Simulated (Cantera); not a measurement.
Fe₃O₄ + H₂ + H₂O (hydrogen reduction and annealing atmospheres)

A closed system holds: 1 mol Fe₃O₄, 140 mol H₂, 0.065 mol H₂O.

Method: chemical equilibrium by Gibbs-energy minimisation in Cantera with the NASA 1993 tables (ideal gas, pure condensed phases). Candidate condensed phases: Fe, FeO, Fe(OH)₂, Fe(OH)₃, Fe₂O₃, Fe₃O₄, H₂O; 12 gas species. Rates play no part.

**Question.** Map the stable condensed phases over T = 873, 973, 1073, 1173, 1273, 1373, 1473, 1573, 1673, 1773, 1873 K and P in Pa = 10, 68, 460, 3200, 22000, 150000, 1000000.

**Answer.** 
```
T in K \ P in Pa
              10      68     460    3200   22000  150000 1000000
   1873        A       A       B       B       B       B       B
   1773        A       A       B       B       B       B       B
   1673        A       B       B       B       B       B       B
   1573        B       B       B       B       B       B       B
   1473        B       B       B       B       B       B       B
   1373        B       B       B       B       B       B       B
   1273        B       B       B       B       B       B       B
   1173        B       B       B       B       B       B       B
   1073        B       B       B       B       B       B       B
    973        B       B       B       B       B       B       B
    873        B       B       B       B       B       B       B
```
A: gas only; B: Fe.
